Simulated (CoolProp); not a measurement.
Vapour-liquid equilibrium of R22 (1) + C3F8 (R218) (2) at 1060 kPa; x and y are mole fractions of (1).

Model: multi-fluid Helmholtz-energy mixture model, Kamei 1995 and Lemmon 2006; pair parameters Bell 2016, in CoolProp.

Give the bubble temperature and the first vapour's composition at x = 0.125, 0.35, 0.575. Is there an azeotrope?

x = 0.125: 26.6 °C, y = 0.212; x = 0.35: 20.6 °C, y = 0.450; x = 0.575: 18.7 °C, y = 0.594. y crosses x between x = 0.575 and 0.65: the model has an azeotrope there.

The pair parameters rest on a limited set of measurements; away from them the model extrapolates.
